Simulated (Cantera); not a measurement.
Input: 1 mol Fe₃O₄, 92 mol H₂, 6 mol H₂O.

These are equilibrium values from Cantera (NASA tables, ideal gas, pure condensed phases), not measurements of a reactor. Candidate condensed phases: Fe, FeO, Fe(OH)₂, Fe(OH)₃, Fe₂O₃, Fe₃O₄, H₂O; 12 gas species. Rates play no part.

What condenses at these points (T in °C, P in Pa): (1350, 130); (950, 280000); (1150, 130); (650, 1700); (1550, 130)?


```csv
T (°C),P in Pa,condensed phases,Fe condensed (%)
1350,130,Fe,95.8
950,280000,Fe,100.0
1150,130,Fe,99.9
650,1700,Fe,100.0
1550,130,gas only,0.0
```
